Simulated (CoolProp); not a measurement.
Saturation properties of normal hydrogen (Tc = 33.1 K, pc = 1296 kPa, ω = -0.219).

The numbers come from the reference Helmholtz-energy equation of state, Leachman 2009 in CoolProp.

```csv
T (K),p (kPa),vapour density (kg/m³),enthalpy of vaporisation (kJ/kg),liquid cp (kJ/(kg K)),surface tension (mN/m),vapour viscosity (µPa s)
26.3,418.0,5.060,389.9,…,0.913,1.37
27.1,…,5.920,375.6,16.16,0.784,1.43
27.9,563.5,6.914,359.0,17.75,0.658,…
28.6,637.1,7.918,342.3,19.54,0.550,…
29.4,729.2,9.261,320.2,22.33,0.431,1.64
30.1,817.4,10.66,297.4,25.89,0.331,1.73
30.9,…,12.63,265.8,…,0.225,1.85
31.7,1048,15.23,224.9,46.71,0.130,2.00
32.4,1162,18.62,173.6,85.59,0.0657,2.21
```

Task: What belongs in the gaps?

Result: 
- 26.3, liquid cp (kJ/(kg K)): 14.90
- 27.1, p (kPa): 486.9
- 27.9, vapour viscosity (µPa s): 1.49
- 28.6, vapour viscosity (µPa s): 1.56
- 30.9, p (kPa): 927.2
- 30.9, liquid cp (kJ/(kg K)): 32.58

It boils at 20.4 K under 1 atm.

Viscosity comes from a separate model (Muzny 2013). Surface tension comes from a separate correlation (Mulero 2012).
